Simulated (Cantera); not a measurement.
Input: 1 mol c-C4F8, 0.14 mol CH4, equilibrated at 100000 Pa.

Method: chemical equilibrium by Gibbs-energy minimisation in Cantera with the NASA 1993 tables (ideal gas, pure condensed phases). Candidate condensed phases: C, C6H6, C7H8, C8H18; 95 gas species. The feed counts by its element totals alone. The tables' values for C2F4 are old estimates; treat these amounts as uncertain. Gases not in the tables: C2F6 and larger saturated fluorocarbons. Rates play no part. All values below are at 2077 °C.

Base state: CF4 0.647, HF 0.215, CF2 0.104, F 0.0174, CF3 0.0156, CF 0.000346, C2F4 4.60e-5, CHF3 2.76e-5 (mole fractions); condensed: C(graphite).

Problem. What changes in the equilibrium state with this change: c-C4F8 replaced by CH2F2?

Solution. 
```csv
species,before,after
HF,0.215,0.875
H2,4.56e-8,0.120
H,2.66e-6,0.00432
CF4,0.647,<1e-9
CF3,0.0156,<1e-9
CF2,0.104,6.56e-7
F,0.0174,4.35e-5
C2H2 (acetylene),<1e-9,0.000661
C2F4,4.60e-5,<1e-9
CHF3,2.76e-5,<1e-9
CF,0.000346,8.68e-7
"C(graphite), mol",2.14,1.14
```
